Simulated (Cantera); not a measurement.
Feed: 1 mol Si, 0.05 mol CO2, 670 mol N2, held at 0.0293 Torr.

Method: chemical equilibrium by Gibbs-energy minimisation in Cantera with the NASA 1993 tables (ideal gas, pure condensed phases). Candidate condensed phases: C, Si, SiC, SiO2, Si2N2O, Si3N4; 34 gas species. N2 is the only nitrogen source here; it is nearly inert below about 1500 K, so the nitride shown seldom forms there in practice. Mutual solubility and eutectic melting of coexisting phases are not modelled. The numbers say what is thermodynamically allowed, not how fast it happens.

x: gas mole fraction; n: condensed amount in mol.

| T (K) | x N2 | x Si | x SiO | x CO | n SiC(s) | n Si3N4(s) | n Si(s) |
|---|---|---|---|---|---|---|---|
| 1375 | 1.000 | 2.00e-6 | ___ | 4.71e-5 | 0.0185 | 0.304 | 0 |
| 1425 | 1.000 | 1.67e-5 | ___ | 1.66e-5 | 0.0389 | 0.287 | 0 |
| 1475 | 1.000 | 0.000120 | 0.000144 | 5.34e-6 | 0.0463 | 0.258 | 0 |
| 1525 | 0.999 | 0.000484 | 0.000145 | 4.29e-6 | 0.0465 | 0 | 0.520 |
| 1575 | 0.999 | 0.00124 | 0.000142 | 6.98e-6 | 0.0431 | 0 | 0 |
| 1625 | 0.999 | 0.00133 | ___ | 4.30e-5 | 0.0178 | 0 | 0 |
| 1675 | 0.998 | 0.00140 | 7.68e-5 | 7.22e-5 | 0 | 0 | 0 |
| 1725 | 0.998 | 0.00141 | 7.50e-5 | 7.40e-5 | 0 | 0 | 0 |
| 1775 | 0.998 | 0.00141 | 7.46e-5 | 7.44e-5 | 0 | 0 | 0 |
| 1825 | 0.998 | 0.00141 | 7.46e-5 | 7.45e-5 | 0 | 0 | 0 |
| 1875 | 0.998 | 0.00141 | 7.45e-5 | 7.45e-5 | 0 | 0 | 0 |
| 1925 | 0.998 | 0.00141 | 7.45e-5 | 7.45e-5 | 0 | 0 | 0 |
| 1975 | 0.998 | 0.00141 | 7.45e-5 | 7.45e-5 | 0 | 0 | 0 |
| 2025 | 0.998 | 0.00141 | 7.45e-5 | 7.45e-5 | 0 | 0 | 0 |

Problem. Fill in the missing entries.

Solution. 
- 1375, x SiO: 0.000102
- 1425, x SiO: 0.000133
- 1625, x SiO: 0.000106
